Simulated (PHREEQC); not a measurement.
Leach liquor: speciation

Solution (65 °C): 1.1 mmol/kgw HCl and 0.076 mmol/kgw FeSO4. Closed to the air; pH follows from the charge balance.

Model: Pitzer model, pitzer.dat, run in PHREEQC.

No solid was allowed to form.

### Question
What pH does the model give?

### Answer
pH 2.98.

### Question
In which forms is S present?

### Answer
SO4-2 78 %, HSO4- 22 % of the S.

At this temperature some constants are extrapolated from 25 °C, and those without enthalpy data are left unchanged.
